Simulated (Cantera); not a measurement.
An adiabatic, constant-pressure homogeneous reactor starts with CH4 : C2H6 : O2 : N2 : H2O = 1 : 0.045 : 4.15 : 15.6 : 0.63 (molar parts), equivalence ratio 0.52, at 1700 K and 7.00 bar. Integrator tolerance rtol = 1e-08.

Model: GRI-Mech 3.0 (53 species, 325 reactions), integrated in Cantera.

### Question
What does this change do: CH4 1 to 0.69 parts?

### Answer
```csv
quantity,before,after
time of steepest temperature rise,21.3 µs,17.7 µs
temperature at 0.200 s,2590 K,2389 K
equilibrium temperature,2590 K,2389 K
x(CH4) at 0.200 s,<1e-12 (gas-phase equilibrium <1e-12),<1e-12 (gas-phase equilibrium <1e-12)
x(C2H6) at 0.200 s,<1e-12 (gas-phase equilibrium <1e-12),<1e-12 (gas-phase equilibrium <1e-12)
x(O2) at 0.200 s,0.0831 (gas-phase equilibrium 0.0831),0.115 (gas-phase equilibrium 0.115)
x(N2O) at 0.200 s,2.26e-6 (gas-phase equilibrium 2.26e-6),1.89e-6 (gas-phase equilibrium 1.89e-6)
x(H2O) at 0.200 s,0.121 (gas-phase equilibrium 0.121),0.0981 (gas-phase equilibrium 0.0981)
```
